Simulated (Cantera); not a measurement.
## Adiabatic ignition

An adiabatic, constant-pressure homogeneous reactor starts with 17.4 % CH₄, 17.4 % O₂, 65.3 % N₂, equivalence ratio 2.0, at 1100 K and 9.10 bar.

Model: GRI-Mech 3.0 (53 species, 325 reactions), integrated in Cantera.

```tsv
t (s)	T (K)	x CH₄	x O₂	x C₂H₄	x H₂	x HCO	x C₂H₂
2.00e-6	1100	0.174	0.174	<1e-12	2.15e-12	<1e-12	<1e-12
7.27e-6	1100	0.174	0.174	<1e-12	1.43e-11	<1e-12	<1e-12
2.64e-5	1100	0.174	0.174	<1e-12	1.49e-10	<1e-12	<1e-12
9.59e-5	1100	0.174	0.174	1.13e-11	2.49e-9	<1e-12	<1e-12
0.000348	1100	0.174	0.174	1.10e-9	6.65e-8	<1e-12	<1e-12
0.00126	1100	0.174	0.174	3.76e-8	9.78e-7	1.87e-12	<1e-12
0.00459	1100	0.174	0.174	3.63e-7	7.03e-6	1.22e-11	2.08e-11
0.0167	1106	0.172	0.173	1.10e-5	0.000120	2.00e-10	3.30e-9
0.0606	2198	5.08e-9	8.50e-8	<1e-12	0.166	2.10e-7	2.80e-12
0.220	2198	5.05e-9	8.51e-8	<1e-12	0.166	2.10e-7	2.77e-12
0.800	2198	5.05e-9	8.51e-8	<1e-12	0.166	2.10e-7	2.77e-12
```
x: mole fraction; the columns are a selection and need not sum to one.

```
Item                                                                Result
---------------------------------  ---------------------------------------
time of steepest temperature rise                                  28.5 ms
temperature at 0.800 s                                              2198 K
equilibrium temperature                                             2198 K
x(CH₄) at 0.800 s                  5.05e-9 (gas-phase equilibrium 5.69e-9)
x(O₂) at 0.800 s                   8.51e-8 (gas-phase equilibrium 8.51e-8)
x(C₂H₄) at 0.800 s                   <1e-12 (gas-phase equilibrium <1e-12)
```
